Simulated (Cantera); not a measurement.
A perfectly stirred reactor is fed with 0.552 % C2H6, 99.4 % N2, at 3.23 Torr; it is held at 1075 K, and followed from long to short residence time.

Detailed kinetics in Cantera: GRI-Mech 3.0 (53 species, 325 reactions). GRI-Mech 3.0 stops at C3 and has no aromatics, soot or wall deposition, so with more carbon than oxygen in the feed, carbon stays in small species such as C2H2 where larger ones or solid carbon would form. Radical loss at walls, strong at low pressure, is not modelled.

Task: Predict: x(C2H6) at τ = 8.50 s; x(CH3) at τ = 8.50 s; x(C2H6) at τ = 19.0 ms; x(CH3) at τ = 19.0 ms.

Result: 
| Item | Value |
|---|---|
| x(C2H6) at τ = 8.50 s | 0.00292 |
| x(CH3) at τ = 8.50 s | 9.50e-6 |
| x(C2H6) at τ = 19.0 ms | 0.00552 |
| x(CH3) at τ = 19.0 ms | 2.99e-7 |
